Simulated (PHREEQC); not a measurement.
**City or well water: speciation**

Synthetic water in mmol/kgw, 28 °C, pH 7.38, pe 0.5:

```csv
constituent,mmol/kgw
Na,0.499
K,0.167
Ca,0.295
Mg,0.0319
Cl,0.0905
S(6),0.46
Alkalinity (meq/kgw),0.304
Fe(2),0.000185
```

Valence states are taken as typed.

The numbers come from PHREEQC with the ion-association model, wateq4f.dat.

No solid was allowed to form.

What charge-balance error does the model give?

charge-balance error 0.2 %.

In which forms is Ca present?

Ca+2 94 %, CaSO4 5.7 % of the Ca.
